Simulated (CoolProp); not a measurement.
Properties of sulfur hexafluoride along the isobar 212 bar.

Computed with CoolProp (reference Helmholtz-energy equation of state, Guder 2009).

| T (K) | phase | Z | cp (kJ/(kg K)) | Joule-Thomson coefficient (K/MPa) | viscosity (µPa s) | fugacity coefficient |
|---|---|---|---|---|---|---|
| 261.6 | liquid | (withheld) | 0.8710 | -0.2608 | 332 | 0.07937 |
| 279.1 | liquid | 0.7805 | 0.9040 | -0.2037 | 271 | (withheld) |
| 296.5 | liquid | 0.7681 | 0.9355 | -0.1381 | 224 | 0.1659 |
| 314 | liquid | 0.7614 | 0.9660 | -0.06058 | 187 | 0.2204 |
| 331.4 | supercritical | 0.7603 | 0.9946 | 0.03004 | 158 | 0.2797 |
| 348.9 | supercritical | 0.7649 | 1.021 | 0.1357 | 135 | 0.3426 |
| 366.4 | supercritical | 0.7751 | 1.043 | 0.2540 | 116 | (withheld) |
| 383.8 | supercritical | 0.7904 | 1.060 | 0.3786 | 101 | (withheld) |

Q: Some entries are withheld; supply them.

A: 
- 261.6, Z: 0.7990
- 279.1, fugacity coefficient: 0.1187
- 366.4, fugacity coefficient: 0.4067
- 383.8, fugacity coefficient: 0.4699

Viscosity comes from a separate model (Quiñones-Cisneros 2012).
